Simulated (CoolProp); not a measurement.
Saturated liquid density (kg/m³) of octamethyltrisiloxane (MDM): the reference equation beside estimates from Tc = 565.4 K, pc = 1438 kPa, ω = 0.528. Rackett uses Z = 0.29056 − 0.08775 ω.

Computed with CoolProp (reference Helmholtz-energy equation of state, Thol 2017).

```json
[
 {"T (K)": "298.1", "reference": "815.3", "Rackett": "924.3", "van der Waals": "466.9", "Redlich-Kwong": "692.0", "Soave-Redlich-Kwong": "729.2", "Peng-Robinson": "819.4"},
 {"T (K)": "306.2", "reference": "807.1", "Rackett": "915.1", "van der Waals": "462.9", "Redlich-Kwong": "685.3", "Soave-Redlich-Kwong": "723.9", "Peng-Robinson": "813.8"},
 {"T (K)": "314.2", "reference": "799.0", "Rackett": "905.9", "van der Waals": "458.9", "Redlich-Kwong": "678.6", "Soave-Redlich-Kwong": "718.4", "Peng-Robinson": "808.0"},
 {"T (K)": "322.3", "reference": "790.8", "Rackett": "896.6", "van der Waals": "454.8", "Redlich-Kwong": "671.6", "Soave-Redlich-Kwong": "712.7", "Peng-Robinson": "801.9"},
 {"T (K)": "330.3", "reference": "782.5", "Rackett": "887.2", "van der Waals": "450.6", "Redlich-Kwong": "664.5", "Soave-Redlich-Kwong": "706.8", "Peng-Robinson": "795.6"},
 {"T (K)": "338.4", "reference": "774.1", "Rackett": "877.5", "van der Waals": "446.3", "Redlich-Kwong": "657.1", "Soave-Redlich-Kwong": "700.6", "Peng-Robinson": "789.1"},
 {"T (K)": "346.4", "reference": "765.7", "Rackett": "867.8", "van der Waals": "442.0", "Redlich-Kwong": "649.6", "Soave-Redlich-Kwong": "694.3", "Peng-Robinson": "782.3"},
 {"T (K)": "354.5", "reference": "757.0", "Rackett": "857.9", "van der Waals": "437.5", "Redlich-Kwong": "641.8", "Soave-Redlich-Kwong": "687.6", "Peng-Robinson": "775.1"},
 {"T (K)": "362.5", "reference": "748.4", "Rackett": "847.9", "van der Waals": "433.0", "Redlich-Kwong": "633.9", "Soave-Redlich-Kwong": "680.7", "Peng-Robinson": "767.8"}
]
```

Absolute difference from the reference over all 9 rows, mean and median: Rackett 13.4 and 13.4 %, van der Waals 42.4 and 42.4 %, Redlich-Kwong 15.1 and 15.1 %, Soave-Redlich-Kwong 9.7 and 9.7 %, Peng-Robinson 1.6 and 1.7 %.
